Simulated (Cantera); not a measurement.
Input: 1 mol Ta2O5, 7.2 mol CO, equilibrated at 1073.15 K and 21.0 mbar.

Method: chemical equilibrium by Gibbs-energy minimisation in Cantera with the NASA 1993 tables (ideal gas, pure condensed phases). Candidate condensed phases: C, Ta, TaC, Ta2O5; 15 gas species. Rates play no part.

Base state: CO 0.997, CO2 0.00293 (mole fractions); condensed: C(graphite) + Ta2O5(s).

**Question.** What changes in the equilibrium state with this change: temperature from 1073.15 K to 1898.15 K?

**Answer.** 
| species | before | after |
|---|---|---|
| CO | 0.997 | 0.999 |
| CO2 | 0.00293 | 0.000673 |
| C(graphite), mol | 0.0210 | 0 |
| Ta2O5(s), mol | 1.00 | 0.999 |
| TaC(s), mol | 0 | 0.00138 |
Mutual solubility and eutectic melting of coexisting phases are not modelled. TaC: taken at fixed stoichiometry. Condensed phases not in the tables: Ta2C.
